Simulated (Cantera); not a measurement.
Feed: 1 mol Si, 2.1 mol Cl2, 0.82 mol H2, at 3230 Torr.

Equilibrium computed with Cantera from the NASA thermochemical tables; the gas is ideal and each condensed phase is pure. Candidate condensed phases: Si; 19 gas species. The tables' values for SiCl3 are old estimates; treat these amounts as uncertain. The numbers say what is thermodynamically allowed, not how fast it happens.

x: gas mole fraction; nothing condenses.

```json
[
 {"T (K)": "698", "x SiCl4": "0.520", "x H2": "0.375", "x HCl": "0.105", "x SiHCl3": "0.000368", "x SiCl3": "1.90e-8", "x SiH2Cl2": "1.71e-8"},
 {"T (K)": "773", "x SiCl4": "0.520", "x H2": "0.374", "x HCl": "0.105", "x SiHCl3": "[?]", "x SiCl3": "3.61e-7", "x SiH2Cl2": "[?]"},
 {"T (K)": "848", "x SiCl4": "0.518", "x H2": "0.372", "x HCl": "0.107", "x SiHCl3": "0.00292", "x SiCl3": "3.98e-6", "x SiH2Cl2": "1.44e-6"},
 {"T (K)": "923", "x SiCl4": "0.515", "x H2": "0.369", "x HCl": "0.110", "x SiHCl3": "0.00613", "x SiCl3": "2.89e-5", "x SiH2Cl2": "7.15e-6"},
 {"T (K)": "998", "x SiCl4": "0.509", "x H2": "0.364", "x HCl": "0.115", "x SiHCl3": "[?]", "x SiCl3": "0.000151", "x SiH2Cl2": "[?]"},
 {"T (K)": "1073", "x SiCl4": "0.502", "x H2": "0.357", "x HCl": "0.123", "x SiHCl3": "0.0179", "x SiCl3": "0.000601", "x SiH2Cl2": "7.42e-5"},
 {"T (K)": "1148", "x SiCl4": "0.492", "x H2": "0.347", "x HCl": "0.132", "x SiHCl3": "0.0259", "x SiCl3": "0.00193", "x SiH2Cl2": "0.000171"}
]
```

Question: Complete the blanks.

Answer: 
- 998, x SiHCl3: 0.0111
- 998, x SiH2Cl2: 2.61e-5
- 773, x SiHCl3: 0.00116
- 773, x SiH2Cl2: 1.99e-7
